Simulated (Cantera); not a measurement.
What does this Cantera script print?

```python
import numpy as np
import cantera as ct

gas = ct.Solution("gri30.yaml", transport_model="mixture-averaged")
show = ['OH', 'CO2', 'CH3']

rows = []
print(f"{'T/K':>7s}{'rho':>11s}{'cp':>10s}{'mu':>11s}{'lambda':>11s}{'Pr':>7s}" + "".join(f"{'D_' + s:>11s}" for s in show))
for T in [400, 500, 600, 700, 800, 900, 1000, 1100, 1200]:
    gas.TPX = T, 3900, {'N2O': 0.41}
    Pr = gas.cp_mass * gas.viscosity / gas.thermal_conductivity
    D = [gas.mix_diff_coeffs_mole[gas.species_index(s)] for s in show]
    rows.append([gas.density, gas.cp_mass, gas.viscosity, gas.thermal_conductivity, Pr, *D])
    print(f"{T:7g}{gas.density:11.4e}{gas.cp_mass:10.1f}{gas.viscosity:11.4e}"
          f"{gas.thermal_conductivity:11.4e}{Pr:7.3f}" + "".join(f"{d:11.4e}" for d in D))
print("SI units: kg/m3, J/kg/K, Pa s, W/m/K, m2/s")
```

Result:

```
    T/K        rho        cp         mu     lambda     Pr       D_OH      D_CO2      D_CH3
    400 5.1612e-02     970.3 1.9459e-05 2.5465e-02  0.741 1.0669e-03 4.9909e-04 7.6043e-04
    500 4.1290e-02    1042.5 2.3570e-05 3.3205e-02  0.740 1.5784e-03 7.5534e-04 1.1373e-03
    600 3.4408e-02    1101.3 2.7324e-05 4.0717e-02  0.739 2.1631e-03 1.0517e-03 1.5700e-03
    700 2.9493e-02    1150.2 3.0799e-05 4.7945e-02  0.739 2.8159e-03 1.3849e-03 2.0545e-03
    800 2.5806e-02    1191.6 3.4048e-05 5.4884e-02  0.739 3.5328e-03 1.7524e-03 2.5874e-03
    900 2.2939e-02    1226.6 3.7113e-05 6.1547e-02  0.740 4.3107e-03 2.1523e-03 3.1663e-03
   1000 2.0645e-02    1254.7 4.0022e-05 6.7953e-02  0.739 5.1470e-03 2.5829e-03 3.7888e-03
   1100 1.8768e-02    1275.5 4.2800e-05 7.4122e-02  0.736 6.0394e-03 3.0429e-03 4.4534e-03
   1200 1.7204e-02    1294.3 4.5464e-05 8.0076e-02  0.735 6.9861e-03 3.5311e-03 5.1584e-03
SI units: kg/m3, J/kg/K, Pa s, W/m/K, m2/s
```

Cantera simulation using GRI-Mech 3.0 (53 species, 325 reactions); the numbers are that mechanism's predictions, not measurements. The composition is frozen, though it would react at the higher temperatures.
